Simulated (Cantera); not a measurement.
Feed: 1 mol PbO, 42 mol N2, equilibrated at 1.33 mbar.

Cantera equilibrium calculation (NASA polynomials, part measured and part estimated; ideal gas, pure solids and liquids). Candidate condensed phases: Pb, PbO, PbO2, Pb3O4; 12 gas species. Equilibrium is a limit: real reactors are often held back by kinetics, nucleation or transport.

Q: What share of the Pb ends up in condensed phases as a function of T (K), at 925, 1000, 1075, 1150, 1225, 1300, 1375, 1450?

A: 
| T (K) | Pb condensed (%) | as |
|---|---|---|
| 925 | 99.9 | PbO(yellow) |
| 1000 | 98.9 | PbO(yellow) |
| 1075 | 88.6 | PbO(yellow) |
| 1150 | 14.6 | PbO(yellow) |
| 1225 | 0.0 | - |
| 1300 | 0.0 | - |
| 1375 | 0.0 | - |
| 1450 | 0.0 | - |
